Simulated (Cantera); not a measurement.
Charge: 1 mol Fe(CO)5, 9.2 mol N2, 3.6 mol CO, at 1075 K.

These are equilibrium values from Cantera (NASA tables, ideal gas, pure condensed phases), not measurements of a reactor. Candidate condensed phases: C, Fe, Fe(CO)5, FeO, Fe2O3, Fe3O4; 27 gas species. The tables' stoichiometric FeO is somewhat more stable than real wüstite, so its field is too wide. FeO: taken at fixed stoichiometry. Condensed phases not in the tables: cementite and carbon dissolved in iron. Kinetics and transport are ignored.

x: gas mole fraction; n: condensed amount in mol.

```tsv
P (Pa)	x N2	x CO	x CO2	x Fe	n Fe(α)	n C(graphite)	n FeO(s)
10	0.517	0.483	3.17e-6	4.51e-9	1.00	0	0
68	0.517	0.483	[?]	[?]	1.00	0	0
460	0.517	0.483	[?]	[?]	1.00	[?]	0
3200	0.517	0.482	0.00101	1.41e-11	1.00	0.0179	0
22000	0.520	0.473	0.00669	2.05e-12	1.00	0.118	0
150000	0.536	0.427	0.0371	<1e-12	1.00	0.637	0
1000000	0.607	0.283	0.109	<1e-12	0	2.65	1.00
```

**Question.** Some entries are withheld; supply them.

**Answer.** 
- 68, x CO2: 2.16e-5
- 68, x Fe: 6.63e-10
- 460, x CO2: 0.000146
- 460, x Fe: 9.81e-11
- 460, n C(graphite): 0.00259
